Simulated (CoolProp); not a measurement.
Toluene along the isobar 1.01 bar: density (kg/m³) from the reference equation and from simpler models built on Tc = 591.7 K, pc = 41.26 bar, ω = 0.266; each cubic takes its own stable root.

Model: reference Helmholtz-energy equation of state, Lemmon 2006, in CoolProp. It is a short technical equation, of lower accuracy than the large ones.

```
T (K)   phase  reference  Redlich-Kwong  Soave-Redlich-Kwong  Peng-Robinson
-----  ------  ---------  -------------  -------------------  -------------
257.9  liquid        [?]          780.5                793.1          890.4
280.3  liquid      878.8          764.3                  [?]          875.8
302.8  liquid      857.9          746.8                764.1          859.8
325.2  liquid      836.8          728.2                747.8          842.5
347.7  liquid      815.2          708.1                730.0            [?]
370.1  liquid      793.0          3.122                710.6          802.6
392.5     gas      2.962          2.930                2.939          2.943
415       gas      2.781          2.760                2.767          2.771
437.4     gas        [?]          2.610                  [?]          2.619
459.9     gas      2.486          2.476                2.480          2.483
482.3     gas      2.363          2.356                2.359          2.362
504.7     gas      2.252          2.247                2.249          2.252
527.2     gas      2.152          2.148                2.149          2.152
549.6     gas      2.060          2.058                2.059          2.061
572.1     gas      1.976          1.975                1.975          1.977
594.5     gas      1.900          1.898                1.898          1.900
```

**Question.** Some entries are withheld; supply them.

**Answer.** 
- 257.9, reference: 899.5
- 280.3, Soave-Redlich-Kwong: 779.2
- 347.7, Peng-Robinson: 823.4
- 437.4, reference: 2.625
- 437.4, Soave-Redlich-Kwong: 2.616

At some of these states Redlich-Kwong gives the other phase, because its saturation line lies elsewhere.
